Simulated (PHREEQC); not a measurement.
PHREEQC input (Pitzer model, pitzer.dat):

```
SOLUTION 1
  temp 20
  units mol/kgw
  pH 7 charge
  S(6) 0.032
  Na 0.384
  B 0.038
  Cl 0.0447
  K 0.0037
  C(4) 0.13
END
USE solution 1
INCREMENTAL_REACTIONS false
REACTION 1
  H2O -1
  0 9.886 18.011 24.689 30.178 34.689 38.397 41.444
  43.949 46.007 47.699 49.089 50.232 51.172 51.944 52.578
  53.1 53.528 53.88 54.17 54.408 54.603 54.764 moles
EQUILIBRIUM_PHASES 1
  Arcanite 0 0
  Burkeite 0 0
  Glaserite 0 0
  Halite 0 0
  Kalicinite 0 0
  Mirabilite 0 0
  Misenite 0 0
  Nahcolite 0 0
  Natron 0 0
  Sylvite 0 0
  Thenardite 0 0
  Trona 0 0
  Borax 0 0
  Boric_acid,s 0 0
  KB5O8:4H2O 0 0
  K2B4O7:4H2O 0 0
  NaBO2:4H2O 0 0
  NaB5O8:5H2O 0 0
  Teepleite 0 0
  CO2(g) -3.4 10
SELECTED_OUTPUT 1
  -reset false
  -pH true
  -pe true
  -ionic_strength true
  -water true
  -activities H2O
  -totals B C Cl K Na S
  -molalities H+ Na+ K+ Cl- CO3-2 SO4-2 B(OH)3 OH- HCO3- CO2
    HSO4- B(OH)4- B3O3(OH)4- B4O5(OH)4-2
  -equilibrium_phases Arcanite Burkeite Glaserite Halite Kalicinite Mirabilite Misenite Nahcolite Natron Sylvite
    Thenardite Trona Borax Boric_acid,s KB5O8:4H2O K2B4O7:4H2O NaBO2:4H2O NaB5O8:5H2O Teepleite
PRINT
  -reset false
END
```

Selected output (columns that matter, 13 of 23 rows; water left (kg) added in front):

```
water left (kg)	pH	mu	B	C	Cl	K	Na	S	m_H+	la_H2O	Burkeite	Mirabilite	Trona	Borax
0.999559	9.8598	0.5069	0.038017	0.15893	0.04472	0.0037016	0.38417	0.032014	2.4493e-10	-0.0042247	0	0	0	0
0.675178	9.9111	0.75874	0.056281	0.22616	0.066205	0.00548	0.56874	0.047395	2.3429e-10	-0.006027	0	0	0	0
0.456076	9.9553	1.1341	0.083319	0.32347	0.09801	0.0081127	0.84197	0.070164	2.2812e-10	-0.00858	0	0	0	0
0.308104	9.9922	1.6933	0.12334	0.46528	0.14508	0.012009	1.2463	0.10386	2.2429e-10	-0.01219	0	0	0	0
0.253264	10.008	2.0685	0.15004	0.55935	0.1765	0.014609	1.5162	0.12635	2.2225e-10	-0.01453	0	0	0	0
0.171185	10.034	3.085	0.22198	0.81269	0.26112	0.021614	2.2432	0.18693	2.1474e-10	-0.020746	0	0	0	0
0.11581	10.054	4.596	0.32812	1.1891	0.38598	0.031949	3.3158	0.27631	1.9688e-10	-0.030186	0	0	0	0
0.0784503	10.062	6.835	0.48438	1.7521	0.56979	0.047164	4.8948	0.4079	1.6169e-10	-0.045792	0	0	0	0
0.0529887	10.052	9.9352	0.57935	2.5568	0.84358	0.069826	7.0679	0.6039	1.1015e-10	-0.07294	0	0	0.0019438	0.0018252
0.0424618	10.029	10.027	0.55415	2.3561	1.0527	0.087137	7.1717	0.75362	9.8974e-11	-0.077196	0	0	0.024081	0.0036175
0.0266877	9.9528	10.423	0.49341	1.8251	1.6749	0.13864	7.5659	1.1782	7.1848e-11	-0.091342	0	0.00055714	0.056184	0.006208
0.0137782	9.8327	10.24	0.41279	1.1281	3.2442	0.26854	7.7988	1.2333	4.3589e-11	-0.11808	0.00066005	0.013687	0.076352	0.0080781
0.00993436	9.7656	9.5778	0.38503	0.83861	4.4995	0.37244	7.6543	0.84953	3.4118e-11	-0.13399	0.01178	0	0.073397	0.0085437
```
